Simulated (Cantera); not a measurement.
Feed: 1 mol KCl, 0.15 mol HF, a varied amount of H2, at 2198.15 K and 42.0 Torr.

Equilibrium computed with Cantera from the NASA thermochemical tables; the gas is ideal and each condensed phase is pure. Candidate condensed phases: K, KCl, KF, KHF2; 23 gas species. The numbers say what is thermodynamically allowed, not how fast it happens.

**Question.** At 17 mol H2, list the 4 most abundant gas species with their mole fractions, and the condensed phases.

**Answer.** H2 0.901, KCl 0.0390, H 0.0224, HCl 0.0148. Condensed: gas only.
